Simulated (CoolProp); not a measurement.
Model: reference Helmholtz-energy equation of state, McLinden 2020, in CoolProp.

Task: Give the vapour pressure (MPa), liquid density (kg/m³), vapour density (kg/m³) of saturated R1336mzz(Z) at 354.8, 393.9 K.

Result: 
```tsv
T (K)	p (MPa)	liquid density (kg/m³)	vapour density (kg/m³)
354.8	0.449	1200	29.2
393.9	1.12	1060	77.0
```
